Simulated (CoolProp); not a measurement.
Vapour-liquid equilibrium of hydrogen sulfide (1) + n-butane (2) at 21.85 °C; x and y are mole fractions of (1).

Values from CoolProp's multi-fluid Helmholtz-energy mixture model, Lemmon 2006 and Bücker 2006; pair parameters Kunz 2012.

Task: Give the bubble pressure and the first vapour's composition at x = 0.275, 0.35, 0.875. Is there an azeotrope?

Result: x = 0.275: 8.994 bar, y = 0.781; x = 0.35: 10.36 bar, y = 0.819; x = 0.875: 17.14 bar, y = 0.957. No azeotrope shows between x = 0.05 and 0.95.

Pair parameters are fitted to limited data, so mixtures are less certain than the pure fluids.
